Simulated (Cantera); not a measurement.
A closed system holds: 1 mol Si, 24 mol HBr, a varied amount of N2, held at 773 K and 1.10e-5 bar.

Cantera equilibrium calculation (NASA polynomials, part measured and part estimated; ideal gas, pure solids and liquids). Candidate condensed phases: Br2, Si, Si3N4; 28 gas species. N2 is the only nitrogen source here; it is nearly inert below about 1500 K, so the nitride shown seldom forms there in practice. The numbers say what is thermodynamically allowed, not how fast it happens.

Task: What share of the Si ends up in condensed phases as a function of n(N2) (mol), at 1.6, 6.8, 12, 17, 23, 28, 33, 38?

Result: 
| n(N2) (mol) | Si condensed (%) | as |
|---|---|---|
| 1.6 | 0.0 | - |
| 6.8 | 0.0 | - |
| 12 | 0.0 | - |
| 17 | 0.0 | - |
| 23 | 0.0 | - |
| 28 | 3.0 | Si3N4(s) |
| 33 | 6.6 | Si3N4(s) |
| 38 | 9.6 | Si3N4(s) |
